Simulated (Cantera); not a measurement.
A perfectly stirred reactor is fed with CH4 : H2 : O2 : N2 : CO2 = 1 : 0.21 : 2.39 : 8.99 : 2.4 (molar parts), at 1.40 bar; it is adiabatic with a 650 K inlet, and is followed from long to short residence time, starting on the burning branch (τ in s: 0.11, 0.032, 0.0098, 0.003, 0.0009, 0.00027, 8.2e-05, 2.5e-05, 7.5e-06).

Computed with Cantera and GRI-Mech 3.0 (53 species, 325 reactions).

### Question
Predict: blow-out, bracketed by the residence times tried; x(CH4) at τ = 0.110 s; x(H2) at τ = 0.110 s; x(O2) at τ = 0.110 s; x(NO) at τ = 0.110 s; x(NO2) at τ = 0.110 s; x(CH4) at τ = 0.900 ms; x(H2) at τ = 0.900 ms; x(O2) at τ = 0.900 ms; x(NO) at τ = 0.900 ms; x(NO2) at τ = 0.900 ms.

### Answer
| Quantity | Value |
|---|---|
| blow-out, bracketed by the residence times tried | burning at 0.270 ms, out at 82.0 µs |
| x(CH4) at τ = 0.110 s | 4.53e-6 |
| x(H2) at τ = 0.110 s | 0.000536 |
| x(O2) at τ = 0.110 s | 0.0207 |
| x(NO) at τ = 0.110 s | 0.000166 |
| x(NO2) at τ = 0.110 s | 1.07e-7 |
| x(CH4) at τ = 0.900 ms | 0.000158 |
| x(H2) at τ = 0.900 ms | 0.00383 |
| x(O2) at τ = 0.900 ms | 0.0313 |
| x(NO) at τ = 0.900 ms | 2.50e-5 |
| x(NO2) at τ = 0.900 ms | 1.21e-8 |
